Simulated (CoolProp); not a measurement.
CH3F (R41) at 366.09 K and 2.41 MPa is throttled through a valve to 0.434 MPa with no heat exchange. Each further row changes one setting.

Values from CoolProp's reference Helmholtz-energy equation of state, Lemmon 2006. It is a short technical equation, of lower accuracy than the large ones.

```tsv
case	temperature change (K)	final density (kg/m³)
as stated	?	?
outlet pressure 0.13 MPa	-24.8	?
outlet pressure 0.564 MPa	-19.6	?
```

Problem. Fill in the missing entries.

Solution. 
- as stated, temperature change (K): -21.1
- as stated, final density (kg/m³): 5.27
- outlet pressure 0.13 MPa, final density (kg/m³): 1.57
- outlet pressure 0.564 MPa, final density (kg/m³): 6.86
